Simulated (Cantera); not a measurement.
## Diamond growth

A diamond (100) surface in a fixed gas of H2 with x(CH4) = 0.016, x(H) = 0.00036, x(CH3) = 0.00038, at 1325 K; coverages are run to steady state.

Model: the Harris–Goodwin 1993 mechanism for the reconstructed diamond (100) surface, integrated in Cantera.

| P (Pa) | growth (µm/h) | θ c6HH | θ c6H* | θ c6*H | θ c6** | θ c6HM |
|---|---|---|---|---|---|---|
| 750 | 0.0260 | 0.496 | 0.0432 | 0.444 | 0.0155 | 4.59e-5 |
| 1300 | 0.0689 | 0.497 | 0.0432 | 0.443 | 0.0154 | 8.12e-5 |
| 2200 | 0.166 | 0.497 | 0.0431 | 0.443 | 0.0152 | 0.000141 |
| 3800 | 0.390 | 0.497 | 0.0431 | 0.442 | 0.0150 | 0.000250 |
| 6500 | 0.846 | 0.496 | 0.0430 | 0.441 | 0.0148 | 0.000439 |
| 11000 | 1.73 | 0.496 | 0.0430 | 0.441 | 0.0147 | 0.000756 |
| 19000 | 3.55 | 0.495 | 0.0429 | 0.440 | 0.0145 | 0.00132 |
| 32000 | 7.03 | 0.495 | 0.0428 | 0.439 | 0.0144 | 0.00222 |
θ: site fractions in the mechanism's names (c6HH fully hydrogenated, c6H* and c6*H radical sites, c6** diradical, c6HM methylated).
